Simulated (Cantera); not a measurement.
Input: 1 mol Cr, 0.17 mol N₂O, 310 mol H₂, at 1423.15 K and 1.00 bar.

Method: chemical equilibrium by Gibbs-energy minimisation in Cantera with the NASA 1993 tables (ideal gas, pure condensed phases). Candidate condensed phases: Cr, CrN, Cr₂N, Cr₂O₃, H₂O; 29 gas species. Kinetics and transport are ignored.

Base state: H₂ 0.999, H₂O 0.000548, N₂ 0.000547 (mole fractions); condensed: Cr(s).

Task: What changes in the equilibrium state with this change: N₂O from 0.17 to 0.85 mol?

Result: 
```csv
species,before,after
H₂,0.999,0.997
N₂,0.000547,0.00273
H₂O,0.000548,0.000723
"Cr(s), mol",1.000,0.583
"Cr₂O₃(s), mol",0,0.208
```
Mutual solubility and eutectic melting of coexisting phases are not modelled.
